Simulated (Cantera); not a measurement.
# Ammonia decomposition in nitride growth gas

A perfectly stirred reactor is fed with 82.0 % NH3, 18.0 % N2, at 0.290 bar; it is held at 1550 K, and followed from long to short residence time.

Detailed kinetics in Cantera: the gas-phase N/H chemistry of the illustrative SiF4/NH3 mechanism in the Surface Chemkin manual (1991). Walls and surfaces, which speed up NH3 decomposition in real reactors, are not modelled.

```tsv
τ (s)	x NH3	x N	x N2	x N2H2	x NH2
9.3	0.623	4.69e-9	0.215	3.75e-7	6.06e-5
1.6	0.774	2.68e-9	0.188	5.70e-7	7.20e-5
0.27	0.812	6.74e-10	0.182	6.13e-7	7.52e-5
0.047	0.818	1.21e-10	0.181	5.53e-7	7.18e-5
0.0081	0.820	1.62e-11	0.180	2.60e-7	4.95e-5
0.0014	0.820	1.21e-12	0.180	1.41e-8	1.21e-5
0.00024	0.820	<1e-12	0.180	3.20e-10	2.08e-6
```
x: mole fraction; the columns are a selection and need not sum to one.
